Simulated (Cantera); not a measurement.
What does this Cantera script print?

```python
import numpy as np
import cantera as ct

gas = ct.Solution("gri30.yaml")
gas.TPX = 1898, 100000, {'NO': 1, 'N2': 4.9}
reactor = ct.IdealGasConstPressureReactor(gas, energy="off", clone=False)
net = ct.ReactorNet([reactor])
net.rtol, net.atol = 1e-08, 1e-18
show = ['NO', 'NO2', 'N2', 'O', 'N2O']
times = np.geomspace(7e-05, 20, 10)

steps = ct.SolutionArray(gas, extra=["t"])
rows = []
print(f"{'t/s':>10s}{'T/K':>9s}{'P/Pa':>11s}" + "".join(f"{s:>11s}" for s in show))
for t in times:
    while net.time < t:
        t_next = net.step()
        steps.append(gas.state, t=t_next)
    rows.append([np.interp(t, steps.t, y) for y in (steps.T, steps.P, *steps(*show).X.T)])
    print(f"{t:10.3e}{rows[-1][0]:9.1f}{rows[-1][1]:11.4g}" + "".join(f"{x:11.3e}" for x in rows[-1][2:]))
rate = np.gradient(steps.T, steps.t)
print("integrator steps:", len(steps.t))
if steps.T.max() > steps.T[0] + 200:
    print(f"time of steepest temperature rise: {steps.t[rate.argmax()]:.4e} s")
gas.TPX = 1898, 100000, {'NO': 1, 'N2': 4.9}
gas.equilibrate("TP")
print(f"equilibrium (TP): T = {gas.T:.1f} K  " + "  ".join(f"{s} {gas[s].X[0]:.3e}" for s in show))
```

Result:

```
       t/s      T/K       P/Pa         NO        NO2         N2          O        N2O
 7.000e-05   1898.0      1e+05  1.695e-01  4.084e-07  8.305e-01  7.040e-07  1.028e-06
 2.827e-04   1898.0      1e+05  1.695e-01  2.985e-06  8.305e-01  1.947e-06  3.684e-06
 1.142e-03   1898.0      1e+05  1.694e-01  1.584e-05  8.305e-01  7.156e-06  9.645e-06
 4.610e-03   1898.0      1e+05  1.693e-01  3.679e-05  8.306e-01  1.513e-05  1.295e-05
 1.862e-02   1898.0      1e+05  1.688e-01  3.919e-05  8.308e-01  1.609e-05  1.292e-05
 7.519e-02   1898.0      1e+05  1.668e-01  4.501e-05  8.318e-01  1.855e-05  1.260e-05
 3.037e-01   1898.0      1e+05  1.589e-01  6.130e-05  8.358e-01  2.610e-05  1.139e-05
 1.226e+00   1898.0      1e+05  1.302e-01  8.517e-05  8.501e-01  4.352e-05  7.621e-06
 4.952e+00   1898.0      1e+05  6.286e-02  6.568e-05  8.838e-01  6.879e-05  1.898e-06
 2.000e+01   1898.0      1e+05  1.019e-02  1.295e-05  9.101e-01  8.333e-05  2.696e-07
integrator steps: 911
equilibrium (TP): T = 1898.0 K  NO 3.867e-03  NO2 5.008e-06  N2 9.133e-01  O 8.488e-05  N2O 2.363e-07
```

Computed with Cantera and GRI-Mech 3.0 (53 species, 325 reactions).
